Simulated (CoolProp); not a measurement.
Vapour pressure (MPa) of octamethyltrisiloxane (MDM): the reference equation beside estimates from Tc = 565.4 K, pc = 1.438 MPa, ω = 0.528.

Values from CoolProp's reference Helmholtz-energy equation of state, Thol 2017.

```csv
T (K),reference,Lee-Kesler,van der Waals,Soave-Redlich-Kwong,Peng-Robinson
408.3,0.06283,0.06224,0.3373,0.06228,0.06266
418.3,0.08329,0.08248,0.3801,0.08263,0.08279
428.3,0.1086,0.1075,0.4262,0.1079,0.1077
438.2,0.1391,0.1378,0.4753,0.1385,0.1379
448.2,0.1763,0.1746,0.5284,0.1759,0.1747
458.2,0.2207,0.2186,0.5850,0.2207,0.2188
468.1,0.2724,0.2700,0.6448,0.2732,0.2705
478.1,0.3336,0.3308,0.7089,0.3354,0.3318
488,0.4039,0.4007,0.7761,0.4071,0.4025
498,0.4857,0.4824,0.8479,0.4908,0.4853
508,0.5796,0.5763,0.9237,0.5869,0.5806
517.9,0.6857,0.6828,1.003,0.6954,0.6884
527.9,0.8076,0.8056,1.086,0.8196,0.8125
537.8,0.9446,0.9441,1.173,0.9583,0.9516
```

Absolute difference from the reference over all 14 rows, mean and median: Lee-Kesler 0.7 and 0.9 %, van der Waals 162.3 and 124.6 %, Soave-Redlich-Kwong 0.8 and 0.8 %, Peng-Robinson 0.6 and 0.6 %.
